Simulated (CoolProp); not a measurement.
Vapour-liquid equilibrium of cyclohexane (1) + o-xylene (2) at 2.13 bar; x and y are mole fractions of (1).

Values from CoolProp's multi-fluid Helmholtz-energy mixture model, Zhou 2014 and Zhou 2012; pair parameters Bell 2016.

| x | bubble temperature, mixture model (°C) | bubble temperature, Raoult's law (°C) | y, mixture model | y, Raoult's law |
|---|---|---|---|---|
| 0.05 | ___ | 168.2 | 0.204 | 0.184 |
| 0.125 | ___ | 159.4 | 0.421 | 0.390 |
| 0.2 | 147.3 | 151.8 | ___ | 0.538 |
| 0.275 | 140.3 | 145.2 | 0.667 | 0.648 |
| 0.35 | ___ | 139.3 | 0.739 | 0.730 |
| 0.425 | 129.9 | 134.2 | ___ | 0.793 |
| 0.5 | 125.9 | 129.5 | 0.834 | 0.842 |
| 0.575 | 122.4 | 125.4 | 0.868 | 0.881 |
| 0.65 | 119.3 | 121.6 | 0.896 | 0.913 |
| 0.725 | 116.5 | 118.1 | 0.921 | 0.938 |
| 0.8 | 113.9 | 114.9 | 0.944 | 0.959 |
| 0.875 | ___ | 112.0 | 0.965 | 0.977 |
| 0.95 | 109.2 | 109.3 | 0.986 | 0.991 |

Problem. What belongs in the gaps?

Solution. 
- 0.05, bubble temperature, mixture model (°C): 166.5
- 0.125, bubble temperature, mixture model (°C): 155.9
- 0.2, y, mixture model: 0.567
- 0.35, bubble temperature, mixture model (°C): 134.6
- 0.425, y, mixture model: 0.792
- 0.875, bubble temperature, mixture model (°C): 111.5

The largest gap from Raoult's law is -4.9 K in bubble temperature, at x = 0.275. No azeotrope shows between x = 0.05 and 0.95.

The pair parameters rest on a limited set of measurements; away from them the model extrapolates.
